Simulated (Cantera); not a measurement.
A Cantera script and what it prints.

```python
import numpy as np
import cantera as ct

gas_names = """
    C CO CO2 C2 C2O C3 C3O2 C4 C5 O O2 O3 Si SiC SiC2 SiO SiO2 Si2 Si2C Si3
""".split()
cond_names = """
    C(gr) Si(cr) Si(L) SiC(b) SiO2(Lqz) SiO2(hqz) SiO2(L)
""".split()


# ... load() reads the species with a 1 bar reference pressure and builds the phases ...
atoms = {
    'SiO2': {'Si': 1, 'O': 2},
    'CO': {'C': 1, 'O': 1},
}
top_T = {'C(gr)': 4500, 'SiC(b)': 3050}  # K; cautious upper limits of use, not melting points


# ... equilibrate(T, P, feed) seeds the gas with the atoms and calls Mixture.equilibrate('TP', solver="vcs", rtol=1e-11, max_steps=5000) ...
results = []
feed = {'SiO2': 1, 'CO': 12}  # mol
P = 110  # Pa
for T in [923, 998, 1073, 1148, 1223, 1298, 1373, 1448, 1523, 1598, 1673, 1748, 1823]:
    mix = equilibrate(T, P, feed)
    results.append((T, P, feed, dict(zip(mix.species_names, mix.species_moles))))

top = {s: max(r[3][s] / sum(r[3][g] for g in gas_names) for r in results) for s in gas_names}
cols = sorted((s for s in top if top[s] > 0.001), key=lambda s: -top[s])[:6]
seen = [c for c in cond_names if any(r[3].get(c, 0) > 1e-12 for r in results)]
print("log10 of partial pressures in bar; condensed amounts in mol")
print(f"{'T/K':>10s}" + "".join(f"{s[:9]:>10s}" for s in cols + seen))
for T, P, feed, n in results:
    ng = sum(n[g] for g in gas_names)
    print(f"{T:10.4g}" + "".join(f"{np.log10(max(n[s] / ng * P / 1e5, 1e-99)):10.3f}" for s in cols)
          + "".join(f"{n.get(c, 0):10.4g}" for c in seen))
```

Result:

```
log10 of partial pressures in bar; condensed amounts in mol
       T/K        CO       SiO       CO2     C(gr) SiO2(hqz)   SiO2(L)
       923    -2.960   -17.933    -5.421   0.04121         1         0
       998    -2.959   -15.005    -6.146  0.007787         1         0
      1073    -2.959   -12.491    -6.769  0.001858         1         0
      1148    -2.959   -10.311    -7.308 0.0005364         1         0
      1223    -2.959    -8.403    -7.779 0.0001385         1         0
      1298    -2.959    -7.457    -7.457         0    0.9996         0
      1373    -2.959    -6.893    -6.893         0    0.9986         0
      1448    -2.959    -6.389    -6.389         0    0.9955         0
      1523    -2.960    -5.935    -5.935         0    0.9873         0
      1598    -2.961    -5.525    -5.525         0    0.9674         0
      1673    -2.964    -5.154    -5.154         0     0.923         0
      1748    -2.971    -4.821    -4.821         0         0    0.8329
      1823    -2.983    -4.521    -4.521         0         0    0.6619
```

Cantera equilibrium calculation (NASA polynomials, part measured and part estimated; ideal gas, pure solids and liquids). The tables hold silica as quartz up to 1696 K and as liquid above; real silica turns to tridymite and cristobalite and melts near 1996 K.
